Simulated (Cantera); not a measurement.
A freely propagating, adiabatic, planar premixed flame of 16.0 % H2, 12.5 % O2, 53.8 % N2, 17.6 % H2O, equivalence ratio 0.64, unburnt at 425 K and 1.01 bar; unity-Lewis-number transport, grid criteria slope 0.08 and curve 0.16, no radiation.

Cantera simulation using the H2/O2 subset of GRI-Mech 3.0, which has no nitrogen chemistry; the numbers are that mechanism's predictions, not measurements. Unity Lewis numbers drop preferential diffusion, which matters most where H2 and H carry the flame. Burning velocities carry a grid error of a few per cent, more on coarse grids. Lean hydrogen flames are cellular in practice and burn faster than this planar one.

x: mole fraction of selected species; z is measured from the peak of heat release.

```json
[
 {"z (mm)": "-1.08", "T (K)": "426", "u (m/s)": "0.813", "x H2": "0.160", "x O2": "0.125", "x H2O": "0.176", "x H2O2": "1.70e-7", "x OH": "<1e-8", "x H": "<1e-8"},
 {"z (mm)": "-0.719", "T (K)": "429", "u (m/s)": "0.819", "x H2": "0.160", "x O2": "0.125", "x H2O": "0.177", "x H2O2": "1.06e-6", "x OH": "<1e-8", "x H": "<1e-8"},
 {"z (mm)": "-0.539", "T (K)": "435", "u (m/s)": "0.831", "x H2": "0.159", "x O2": "0.125", "x H2O": "0.178", "x H2O2": "2.82e-6", "x OH": "<1e-8", "x H": "<1e-8"},
 {"z (mm)": "-0.359", "T (K)": "[?]", "u (m/s)": "0.899", "x H2": "0.155", "x O2": "0.123", "x H2O": "0.183", "x H2O2": "[?]", "x OH": "[?]", "x H": "<1e-8"},
 {"z (mm)": "-0.180", "T (K)": "683", "u (m/s)": "1.28", "x H2": "0.129", "x O2": "0.110", "x H2O": "0.213", "x H2O2": "3.50e-5", "x OH": "1.09e-5", "x H": "1.22e-5"},
 {"z (mm)": "-0.0898", "T (K)": "939", "u (m/s)": "1.73", "x H2": "0.0953", "x O2": "0.0941", "x H2O": "0.252", "x H2O2": "2.85e-5", "x OH": "0.000274", "x H": "0.000785"},
 {"z (mm)": "0", "T (K)": "1213", "u (m/s)": "2.20", "x H2": "0.0501", "x O2": "0.0726", "x H2O": "0.302", "x H2O2": "1.08e-5", "x OH": "0.00156", "x H": "0.00478"},
 {"z (mm)": "0.0898", "T (K)": "1382", "u (m/s)": "2.47", "x H2": "0.0211", "x O2": "0.0580", "x H2O": "0.334", "x H2O2": "6.18e-6", "x OH": "0.00366", "x H": "0.00602"},
 {"z (mm)": "0.180", "T (K)": "1467", "u (m/s)": "2.61", "x H2": "0.0107", "x O2": "0.0525", "x H2O": "0.347", "x H2O2": "4.15e-6", "x OH": "0.00448", "x H": "0.00399"},
 {"z (mm)": "0.359", "T (K)": "1537", "u (m/s)": "2.71", "x H2": "[?]", "x O2": "0.0498", "x H2O": "0.357", "x H2O2": "[?]", "x OH": "[?]", "x H": "[?]"},
 {"z (mm)": "0.719", "T (K)": "1577", "u (m/s)": "2.78", "x H2": "0.00174", "x O2": "0.0489", "x H2O": "0.362", "x H2O2": "1.05e-6", "x OH": "0.00255", "x H": "0.000301"},
 {"z (mm)": "1.44", "T (K)": "1593", "u (m/s)": "2.80", "x H2": "0.000520", "x O2": "0.0487", "x H2O": "0.364", "x H2O2": "4.74e-7", "x OH": "0.00146", "x H": "4.95e-5"},
 {"z (mm)": "2.87", "T (K)": "1599", "u (m/s)": "2.81", "x H2": "0.000148", "x O2": "0.0488", "x H2O": "0.365", "x H2O2": "2.01e-7", "x OH": "0.000810", "x H": "7.76e-6"}
]
```

Problem. Some entries are withheld; supply them.

Solution. 
- -0.359, T (K): 472
- -0.359, x H2O2: 1.14e-5
- -0.359, x OH: 1.10e-8
- 0.359, x H2: 0.00476
- 0.359, x H2O2: 2.20e-6
- 0.359, x OH: 0.00390
- 0.359, x H: 0.00141
